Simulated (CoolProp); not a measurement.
A closed Brayton cycle with carbon dioxide: compressor inlet 315.15 K and 9.4 MPa, high pressure 32.1 MPa, turbine inlet 735 K, compressor efficiency 0.8, turbine efficiency 0.93, recuperator effectiveness 0.8 (on enthalpy, no pinch check). Each further row changes one setting.

Model: reference Helmholtz-energy equation of state, Span 1996, in CoolProp.

```
case                           thermal efficiency (%)  net work (kJ/kg)  compressor to turbine work  compressor exit (K)  turbine exit (K)
-----------------------------  ----------------------  ----------------  --------------------------  -------------------  ----------------
as stated                                        30.6              96.3                        0.32                374.8             593.8
turbine inlet 685 K                              28.7              84.0                        0.35                374.8             549.1
compressor inlet 325.15 K                        28.1              77.9                        0.45                419.0             593.8
high pressure 27.3 MPa                           29.3              88.1                        0.30                366.0             611.8
recuperator effectiveness 0.5                    24.5              96.3                        0.32                374.8             593.8
```
